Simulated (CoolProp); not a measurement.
R404A at several states: density (kg/m³) from the reference equation and from simpler models built on Tc = 72.1 °C, pc = 37.35 bar, ω = 0.293; each cubic takes its own stable root.

Model: reference Helmholtz-energy equation of state, Lemmon 2003, in CoolProp. It is a pseudo-pure fit of the blend.

```json
[
 {"T (°C)": "85.05", "p (bar)": "0.14", "phase": "gas", "reference": "0.4594", "van der Waals": "0.4593", "Redlich-Kwong": "0.4593", "Soave-Redlich-Kwong": "0.4593"},
 {"T (°C)": "39.85", "p (bar)": "3.04", "phase": "gas", "reference": "11.91", "van der Waals": "11.77", "Redlich-Kwong": "11.85", "Soave-Redlich-Kwong": "11.87"},
 {"T (°C)": "-46.25", "p (bar)": "11.7", "phase": "liquid", "reference": "1310", "van der Waals": "755.3", "Redlich-Kwong": "1102", "Soave-Redlich-Kwong": "1148"},
 {"T (°C)": "-37.65", "p (bar)": "10.6", "phase": "liquid", "reference": "1283", "van der Waals": "739.2", "Redlich-Kwong": "1075", "Soave-Redlich-Kwong": "1123"}
]
```
